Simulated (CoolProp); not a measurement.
Values from CoolProp's reference Helmholtz-energy equation of state, Thol 2016.

**Question.** For hexamethyldisiloxane (MM), give the phase and the cp (kJ/(kg K)), cv (kJ/(kg K)) at 327.9 K and 61.1 kPa; 327.9 K and 3730 kPa; 327.9 K and 12800 kPa.

**Answer.** 
- 327.9 K and 61.1 kPa: liquid; cp 1.98, cv 1.62
- 327.9 K and 3730 kPa: liquid; cp 1.97, cv 1.61
- 327.9 K and 12800 kPa: liquid; cp 1.95, cv 1.61
